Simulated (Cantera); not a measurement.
A freely propagating, adiabatic, planar premixed flame of H2 : O2 : N2 = 1 : 0.521 : 2.08 (molar parts), equivalence ratio 0.96, unburnt at 498 K and 0.128 atm; mixture-averaged transport, grid criteria slope 0.08 and curve 0.16, no radiation.

Detailed kinetics in Cantera: the H2/O2 subset of GRI-Mech 3.0, which has no nitrogen chemistry. Burning velocities carry a grid error of a few per cent, more on coarse grids.

x: mole fraction of selected species; z is measured from the peak of heat release.

```json
[
 {"z (mm)": "-19.4", "T (K)": "498", "u (m/s)": "3.98", "x H2": "0.278", "x O2": "0.145", "x H2O": "<1e-8", "x H2O2": "<1e-8", "x H": "<1e-8", "x OH": "<1e-8"},
 {"z (mm)": "-12.9", "T (K)": "498", "u (m/s)": "3.98", "x H2": "0.278", "x O2": "0.145", "x H2O": "<1e-8", "x H2O2": "<1e-8", "x H": "<1e-8", "x OH": "<1e-8"},
 {"z (mm)": "-9.71", "T (K)": "498", "u (m/s)": "3.98", "x H2": "0.278", "x O2": "0.145", "x H2O": "<1e-8", "x H2O2": "<1e-8", "x H": "<1e-8", "x OH": "<1e-8"},
 {"z (mm)": "-6.47", "T (K)": "498", "u (m/s)": "3.98", "x H2": "0.278", "x O2": "0.145", "x H2O": "<1e-8", "x H2O2": "<1e-8", "x H": "<1e-8", "x OH": "<1e-8"},
 {"z (mm)": "-3.24", "T (K)": "503", "u (m/s)": "4.01", "x H2": "0.276", "x O2": "0.145", "x H2O": "0.000233", "x H2O2": "1.08e-6", "x H": "8.69e-5", "x OH": "1.84e-5"},
 {"z (mm)": "-1.62", "T (K)": "648", "u (m/s)": "5.10", "x H2": "0.253", "x O2": "0.141", "x H2O": "0.0121", "x H2O2": "3.21e-6", "x H": "0.00615", "x OH": "0.000394"},
 {"z (mm)": "0", "T (K)": "1070", "u (m/s)": "8.15", "x H2": "0.129", "x O2": "0.0975", "x H2O": "0.106", "x H2O2": "6.46e-7", "x H": "0.0542", "x OH": "0.00259"},
 {"z (mm)": "1.62", "T (K)": "1349", "u (m/s)": "10.1", "x H2": "0.0450", "x O2": "0.0429", "x H2O": "0.202", "x H2O2": "8.35e-7", "x H": "0.0762", "x OH": "0.00719"},
 {"z (mm)": "3.24", "T (K)": "1469", "u (m/s)": "11.0", "x H2": "0.0403", "x O2": "0.0360", "x H2O": "0.215", "x H2O2": "6.62e-7", "x H": "0.0681", "x OH": "0.00944"},
 {"z (mm)": "6.47", "T (K)": "1605", "u (m/s)": "11.9", "x H2": "0.0412", "x O2": "0.0327", "x H2O": "0.222", "x H2O2": "4.05e-7", "x H": "0.0554", "x OH": "0.0119"},
 {"z (mm)": "12.9", "T (K)": "1755", "u (m/s)": "12.9", "x H2": "0.0408", "x O2": "0.0293", "x H2O": "0.232", "x H2O2": "2.13e-7", "x H": "0.0422", "x OH": "0.0142"},
 {"z (mm)": "25.9", "T (K)": "1907", "u (m/s)": "13.8", "x H2": "0.0384", "x O2": "0.0256", "x H2O": "0.244", "x H2O2": "1.12e-7", "x H": "0.0299", "x OH": "0.0158"},
 {"z (mm)": "51.8", "T (K)": "2053", "u (m/s)": "14.7", "x H2": "…", "x O2": "…", "x H2O": "0.257", "x H2O2": "…", "x H": "…", "x OH": "0.0162"}
]
```

Fill in the missing entries.


- 51.8, x H2: 0.0339
- 51.8, x O2: 0.0219
- 51.8, x H2O2: 6.63e-8
- 51.8, x H: 0.0195
